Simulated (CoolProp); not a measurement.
A simple Rankine cycle with R236EA: condensing at 315.15 K, boiler at 1.52 MPa, turbine inlet 386.6 K, turbine efficiency 0.65, pump efficiency 0.7, no recuperator. Each further row changes one setting.

The numbers come from the reference Helmholtz-energy equation of state, Rui 2013 in CoolProp.

| case | thermal efficiency (%) | net work (kJ/kg) | heat in (kJ/kg) | turbine exit temperature (K) | volume ratio over the turbine |
|---|---|---|---|---|---|
| as stated | 7.5 | 14.9 | 199 | 354.8 | 4.75 |
| turbine inlet 406.6 K | 7.4 | 16.4 | 222 | 376.9 | 4.56 |
| condensing temperature 307.15 K | 8.5 | 17.7 | 209 | 350.7 | 6.13 |
| boiler pressure 1.06 MPa | 5.9 | 12.1 | 206 | 365.3 | 3.10 |
| turbine efficiency 0.55 | 6.2 | 12.4 | 199 | 357.4 | 4.80 |
